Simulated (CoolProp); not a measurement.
Properties of fluoroethane (R161) at several states (Tc = 102.1 °C, pc = 5010 kPa, ω = 0.216).

Computed with CoolProp (reference Helmholtz-energy equation of state, Wu 2012).

| T (°C) | p (kPa) | phase | Z | Joule-Thomson coefficient (K/MPa) | expansivity (1/kK) |
|---|---|---|---|---|---|
| -3.35 | 5000 | liquid | ? | ? | ? |
| 158.95 | 198 | gas | 0.9912 | ? | 2.383 |
| 175.35 | 662 | gas | ? | ? | ? |

Complete the blanks.


- -3.35, Z: 0.1385
- -3.35, Joule-Thomson coefficient (K/MPa): -0.2774
- -3.35, expansivity (1/kK): 2.060
- 158.95, Joule-Thomson coefficient (K/MPa): 6.717
- 175.35, Z: 0.9738
- 175.35, Joule-Thomson coefficient (K/MPa): 6.101
- 175.35, expansivity (1/kK): 2.434
